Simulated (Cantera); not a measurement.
A Cantera script and its output.

```python
import numpy as np
import cantera as ct

gas = ct.Solution("gri30.yaml")
gas.TPX = 375, 200000, {'CH4': 1, 'H2': 1.3, 'O2': 2.65, 'N2': 9.96, 'CO2': 0.37}
flame = ct.FreeFlame(gas, width=0.025)
flame.set_refine_criteria(ratio=3, slope=0.08, curve=0.16)
flame.transport_model = "mixture-averaged"
flame.solve(loglevel=0, auto=True)
z, T = flame.grid, flame.T
thick = (T[-1] - T[0]) / np.gradient(T, z).max()
show = ['CH4', 'H2', 'O2', 'HO2', 'H2O', 'H']
print(f"laminar burning velocity  {flame.velocity[0] * 100:.3f} cm/s")
print(f"burnt temperature         {T[-1]:.1f} K")
print(f"thermal thickness         {thick * 1e3:.4f} mm")
print(f"grid points               {len(z)}")
z0 = z[flame.heat_release_rate.argmax()]
print(f"{'z/mm':>9s}{'T/K':>9s}{'u/(m/s)':>9s}" + "".join(f"{s:>11s}" for s in show))
rows = []
for k in (-3, -2, -1.5, -1, -0.5, -0.25, 0, 0.25, 0.5, 1, 2, 4, 8):
    zz = z0 + k * thick
    rows.append([k * thick, np.interp(zz, z, T), np.interp(zz, z, flame.velocity),
                 *(np.interp(zz, z, flame.X[gas.species_index(s)]) for s in show)])
    print(f"{rows[-1][0] * 1e3:9.3f}{rows[-1][1]:9.1f}{rows[-1][2]:9.3f}" + "".join(f"{x:11.3e}" for x in rows[-1][3:]))
```

Result:

```
laminar burning velocity  63.343 cm/s
burnt temperature         2265.1 K
thermal thickness         0.2028 mm
grid points               143
     z/mm      T/K  u/(m/s)        CH4         H2         O2        HO2        H2O          H
   -0.608    375.1    0.633  6.551e-02  8.412e-02  1.736e-01  2.172e-08  9.915e-06  3.201e-15
   -0.406    376.6    0.634  6.567e-02  8.152e-02  1.741e-01  3.941e-07  1.481e-04  3.438e-13
   -0.304    382.9    0.642  6.576e-02  7.739e-02  1.746e-01  2.581e-06  8.343e-04  1.265e-11
   -0.203    428.2    0.712  6.475e-02  6.778e-02  1.740e-01  2.652e-05  6.346e-03  2.310e-09
   -0.101    802.3    1.327  5.002e-02  4.897e-02  1.498e-01  2.775e-04  5.218e-02  4.248e-05
   -0.051   1235.3    2.051  2.973e-02  3.860e-02  1.118e-01  2.378e-04  1.033e-01  5.991e-04
    0.000   1650.1    2.753  7.882e-03  2.797e-02  6.426e-02  1.243e-04  1.562e-01  3.020e-03
    0.051   1836.6    3.065  6.193e-04  1.828e-02  3.512e-02  3.157e-05  1.835e-01  5.773e-03
    0.101   1905.8    3.171  2.490e-05  1.407e-02  2.502e-02  1.645e-05  1.914e-01  6.297e-03
    0.203   1984.6    3.285  7.960e-08  1.212e-02  1.950e-02  1.072e-05  1.960e-01  5.166e-03
    0.406   2071.0    3.410  4.921e-12  1.013e-02  1.568e-02  6.551e-06  2.014e-01  3.292e-03
    0.811   2148.1    3.521  3.101e-16  7.698e-03  1.231e-02  3.670e-06  2.073e-01  1.786e-03
    1.623   2204.5    3.600  1.120e-16  5.651e-03  9.604e-03  2.092e-06  2.117e-01  9.439e-04
```

Computed with Cantera and GRI-Mech 3.0 (53 species, 325 reactions). Burning velocities carry a grid error of a few per cent, more on coarse grids.
